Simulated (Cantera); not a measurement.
Charge: 1 mol CH3Cl, 0.12 mol HCl, 3.3 mol H2, at 1.00 bar.

Cantera equilibrium calculation (NASA polynomials, part measured and part estimated; ideal gas, pure solids and liquids). Candidate condensed phases: C, C6H6, C7H8, C8H18; 91 gas species. Kinetics and transport are ignored.

Question: What share of the C ends up in condensed phases as a function of T (°C), at 1525, 1600, 1675, 1750, 1825, 1900, 1975, 2050, 2125?

Answer: 
```json
[
 {"T (°C)": "1525", "C condensed (%)": "99.6", "as": "C(graphite)"},
 {"T (°C)": "1600", "C condensed (%)": "99.5", "as": "C(graphite)"},
 {"T (°C)": "1675", "C condensed (%)": "99.4", "as": "C(graphite)"},
 {"T (°C)": "1750", "C condensed (%)": "99.1", "as": "C(graphite)"},
 {"T (°C)": "1825", "C condensed (%)": "98.6", "as": "C(graphite)"},
 {"T (°C)": "1900", "C condensed (%)": "98.0", "as": "C(graphite)"},
 {"T (°C)": "1975", "C condensed (%)": "97.1", "as": "C(graphite)"},
 {"T (°C)": "2050", "C condensed (%)": "95.8", "as": "C(graphite)"},
 {"T (°C)": "2125", "C condensed (%)": "94.0", "as": "C(graphite)"}
]
```
